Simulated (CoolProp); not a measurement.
Vapour-liquid equilibrium of CH2F2 (R32) (1) + R236FA (2) at -6.75 °C; x and y are mole fractions of (1).

Model: multi-fluid Helmholtz-energy mixture model, Tillner-Roth 1997 and Pan 2012; pair parameters Bell 2016, in CoolProp.

```json
[
 {"x": "0.05", "bubble pressure (bar)": "1.074", "y at the bubble point": "0.274", "dew pressure at overall composition x (bar)": "0.8478", "liquid density (mol/L)": "9.908"},
 {"x": "0.15", "bubble pressure (bar)": "1.626", "y at the bubble point": "0.560", "dew pressure at overall composition x (bar)": "0.9359", "liquid density (mol/L)": "10.53"},
 {"x": "0.25", "bubble pressure (bar)": "2.195", "y at the bubble point": "0.704", "dew pressure at overall composition x (bar)": "1.044", "liquid density (mol/L)": "11.22"},
 {"x": "0.35", "bubble pressure (bar)": "?", "y at the bubble point": "0.791", "dew pressure at overall composition x (bar)": "1.181", "liquid density (mol/L)": "12.00"},
 {"x": "0.45", "bubble pressure (bar)": "3.333", "y at the bubble point": "0.848", "dew pressure at overall composition x (bar)": "1.359", "liquid density (mol/L)": "12.87"},
 {"x": "0.55", "bubble pressure (bar)": "3.895", "y at the bubble point": "0.890", "dew pressure at overall composition x (bar)": "1.599", "liquid density (mol/L)": "?"},
 {"x": "0.65", "bubble pressure (bar)": "4.455", "y at the bubble point": "0.922", "dew pressure at overall composition x (bar)": "1.940", "liquid density (mol/L)": "14.99"},
 {"x": "0.75", "bubble pressure (bar)": "5.021", "y at the bubble point": "0.948", "dew pressure at overall composition x (bar)": "2.463", "liquid density (mol/L)": "16.30"},
 {"x": "0.85", "bubble pressure (bar)": "5.600", "y at the bubble point": "?", "dew pressure at overall composition x (bar)": "3.352", "liquid density (mol/L)": "17.84"},
 {"x": "0.95", "bubble pressure (bar)": "6.202", "y at the bubble point": "0.991", "dew pressure at overall composition x (bar)": "5.066", "liquid density (mol/L)": "19.67"}
]
```

Question: Complete the blanks.

Answer: 
- 0.35, bubble pressure (bar): 2.766
- 0.55, liquid density (mol/L): 13.85
- 0.85, y at the bubble point: 0.971

No azeotrope shows between x = 0.05 and 0.95.

The pair parameters rest on a limited set of measurements; away from them the model extrapolates.
